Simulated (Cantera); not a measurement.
Input: 1 mol SiHCl₃, 0.68 mol C₂H₂, 12 mol H₂, equilibrated at 75.0 Torr.

Equilibrium computed with Cantera from the NASA thermochemical tables; the gas is ideal and each condensed phase is pure. Candidate condensed phases: C, C₆H₆, C₇H₈, C₈H₁₈, Si, SiC; 109 gas species. Gases not in the tables: Si₂H₆ and higher silanes. The numbers say what is thermodynamically allowed, not how fast it happens.

Q: What share of the Si ends up in condensed phases as a function of T (K), at 900, 1050, 1200, 1350, 1500, 1650, 1800, 1950, 2100, 2250?

A: 
```tsv
T (K)	Si condensed (%)	as
900	43.8	SiC(s)
1050	69.7	SiC(s)
1200	91.4	SiC(s)
1350	97.5	SiC(s)
1500	97.7	SiC(s)
1650	96.5	SiC(s)
1800	94.5	SiC(s)
1950	91.9	SiC(s)
2100	88.7	SiC(s)
2250	83.7	SiC(s)
```
